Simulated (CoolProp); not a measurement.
Vapour-liquid equilibrium of R134a (1) + R1234ze(E) (2) at 332.2 K; x and y are mole fractions of (1).

The numbers come from the multi-fluid Helmholtz-energy mixture model, Tillner-Roth 1994 and Thol 2016; pair parameters Bell 2022 in CoolProp.

```csv
x,"bubble pressure, mixture model (bar)","bubble pressure, Raoult's law (bar)","y, mixture model","y, Raoult's law"
0.05,12.78,12.68,0.065,0.065
0.2,13.58,13.27,0.242,0.248
0.35,14.27,13.87,0.399,0.415
0.5,14.87,14.46,0.545,0.569
0.65,15.40,15.06,0.685,0.710
0.8,15.87,15.65,0.821,0.841
0.95,16.31,16.24,0.955,0.962
```

The largest gap from Raoult's law is +2.9 % in bubble pressure, at x = 0.35. No azeotrope shows between x = 0.05 and 0.95.

The pair parameters rest on a limited set of measurements; away from them the model extrapolates.
